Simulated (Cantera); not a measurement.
A perfectly stirred reactor is fed with CO : H2 : O2 : N2 : CO2 = 1 : 0.22 : 1.2 : 4.5 : 0.96 (molar parts), equivalence ratio 0.51, at 1.01 bar; it is adiabatic with a 675 K inlet, and is followed from long to short residence time, starting on the burning branch (τ in s: 0.35, 0.16, 0.074, 0.034, 0.016, 0.0072, 0.0033, 0.0015, 0.00069, 0.00032, 0.00015, 6.7e-05, 3.1e-05).

Cantera simulation using GRI-Mech 3.0 (53 species, 325 reactions); the numbers are that mechanism's predictions, not measurements.

x: mole fraction; the columns are a selection and need not sum to one.

```csv
τ (s),T (K),x CO,x H2,x O2,x O,x OH,x H2O
0.35,1817,0.00143,3.85e-5,0.0815,0.000220,0.000759,0.0298
0.16,1810,0.00230,6.17e-5,0.0818,0.000354,0.000949,0.0297
0.074,1798,0.00365,9.82e-5,0.0822,0.000568,0.00118,0.0295
0.034,1780,0.00574,0.000156,0.0830,0.000909,0.00145,0.0292
0.016,1755,0.00870,0.000238,0.0841,0.00141,0.00173,0.0289
0.0072,1718,0.0131,0.000365,0.0857,0.00219,0.00201,0.0284
0.0033,1667,[?],[?],0.0879,[?],0.00224,0.0278
0.0015,1598,[?],[?],0.0910,[?],0.00234,0.0271
0.00069,1504,0.0378,0.00110,0.0957,0.00572,0.00219,0.0262
0.00032,1347,0.0592,0.00188,0.106,0.00520,0.00156,0.0252
0.00015,675,0.127,0.0279,0.152,<1e-12,<1e-12,<1e-12
6.7e-5,675,0.127,0.0279,0.152,<1e-12,<1e-12,<1e-12
3.1e-5,675,0.127,0.0279,0.152,<1e-12,<1e-12,<1e-12
```

Problem. What belongs in the gaps?

Solution. 
- 0.0033, x CO: 0.0189
- 0.0033, x H2: 0.000538
- 0.0033, x O: 0.00323
- 0.0015, x CO: 0.0267
- 0.0015, x H2: 0.000772
- 0.0015, x O: 0.00453
